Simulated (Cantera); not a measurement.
Input: 1 mol SiCl4, 2.2 mol HCl, 0.57 mol H2, held at 1348.15 K and 1 atm.

Equilibrium computed with Cantera from the NASA thermochemical tables; the gas is ideal and each condensed phase is pure. Candidate condensed phases: Si; 19 gas species. The tables' values for SiCl3 are old estimates; treat these amounts as uncertain. Rates play no part.

Q: What is the equilibrium state?

A: 
```json
{
 "x(HCl)": "0.591",
 "x(SiCl4)": "0.256",
 "x(H2)": "0.145",
 "x(SiCl3)": "0.00440",
 "x(SiHCl3)": "0.00356",
 "x(SiCl2)": "0.000379",
 "x(SiH2Cl2)": "7.22e-6",
 "x(Cl)": "2.98e-6",
 "gas_amount": "3.780 mol",
 "log10 activity of Si(s) (absent)": "-4.25"
}
```
